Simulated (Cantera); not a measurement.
Ignition delay

Mixture: 8.55 % CH4, 19.2 % O2, 72.2 % N2, equivalence ratio 0.89, at 500000 Pa, adiabatic and at constant pressure. Ignition delay is the time to a rise of 400 K.

Computed with Cantera and GRI-Mech 3.0 (53 species, 325 reactions).

```json
[
 {"T0 (K)": "1025", "delay (ms)": "114"},
 {"T0 (K)": "1125", "delay (ms)": "25.7"},
 {"T0 (K)": "1225", "delay (ms)": "6.84"},
 {"T0 (K)": "1325", "delay (ms)": "2.05"},
 {"T0 (K)": "1425", "delay (ms)": "0.684"},
 {"T0 (K)": "1525", "delay (ms)": "0.251"},
 {"T0 (K)": "1625", "delay (ms)": "0.102"},
 {"T0 (K)": "1725", "delay (ms)": "0.0464"},
 {"T0 (K)": "1825", "delay (ms)": "0.0234"},
 {"T0 (K)": "1925", "delay (ms)": "0.0129"}
]
```

```json
{
  "apparent activation energy between 1725 and 1925 K": "180 kJ/mol"
}
```
